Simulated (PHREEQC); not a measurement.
Make-up at 82 °C: 0.028 mol/kgw NaOH, 0.00048 mol/kgw CO2 and 0.0028 mol/kgw Na2CO3. Closed to the air; pH follows from the charge balance.

The numbers come from PHREEQC with the ion-association model, phreeqc.dat.

Task: The ionic strength comes out as 0.0319 mol/kgw. What activity coefficients do Na+, HCO3-, CO3-2, NaCO3-, OH- get?

Result: Na+ 0.83, HCO3- 0.84, CO3-2 0.49, NaCO3- 0.83, OH- 0.82.

No solid was allowed to form. Species that the database lacks are ignored. At this temperature some constants are extrapolated from 25 °C, and those without enthalpy data are left unchanged.
